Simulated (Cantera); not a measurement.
**Adiabatic ignition**

An adiabatic, constant-pressure homogeneous reactor starts with 20.0 % H2, 6.65 % O2, 73.3 % N2, 0.134 % NO, at 1625 K and 9.57 atm.

Model: GRI-Mech 3.0 (53 species, 325 reactions), integrated in Cantera. The hydrogen kinetics of GRI-Mech 3.0 are dated; newer H2 mechanisms differ, most at raised pressure.

```tsv
t (s)	T (K)	x H2	x O2	x NO	x N2	x H	x N2O
2.00e-6	1822	0.102	0.0244	0.00135	0.742	0.0453	3.87e-7
5.87e-6	2376	0.0676	0.000992	0.00144	0.773	0.0181	1.29e-7
1.72e-5	2497	0.0696	0.000143	0.00142	0.781	0.00637	1.51e-7
5.05e-5	2531	0.0704	2.96e-5	0.00132	0.783	0.00296	2.02e-7
0.000148	2537	0.0703	2.15e-5	0.00113	0.784	0.00255	1.73e-7
0.000435	2540	0.0700	2.22e-5	0.000788	0.784	0.00256	1.05e-7
0.00128	2542	0.0697	2.30e-5	0.000437	0.784	0.00258	5.88e-8
0.00374	2544	0.0695	2.34e-5	0.000278	0.784	0.00259	4.62e-8
0.0110	2544	0.0695	2.34e-5	0.000262	0.784	0.00259	4.53e-8
0.0322	2544	0.0695	2.34e-5	0.000262	0.784	0.00259	4.53e-8
0.0945	2544	0.0695	2.34e-5	0.000262	0.784	0.00259	4.53e-8
0.277	2544	0.0695	2.34e-5	0.000262	0.784	0.00259	4.53e-8
0.813	2544	0.0695	2.34e-5	0.000262	0.784	0.00259	4.53e-8
2.39	2544	0.0695	2.34e-5	0.000262	0.784	0.00259	4.53e-8
7.00	2544	0.0695	2.34e-5	0.000262	0.784	0.00259	4.53e-8
```
x: mole fraction; the columns are a selection and need not sum to one.

* **time of steepest temperature rise**: 1.99 µs
* **temperature at 7.00 s**: 2544 K
* **equilibrium temperature**: 2544 K
* **x(H2) at 7.00 s**: 0.0695 (gas-phase equilibrium 0.0695)
* **x(O2) at 7.00 s**: 2.34e-5 (gas-phase equilibrium 2.34e-5)
* **x(NO) at 7.00 s**: 0.000262 (gas-phase equilibrium 0.000262)
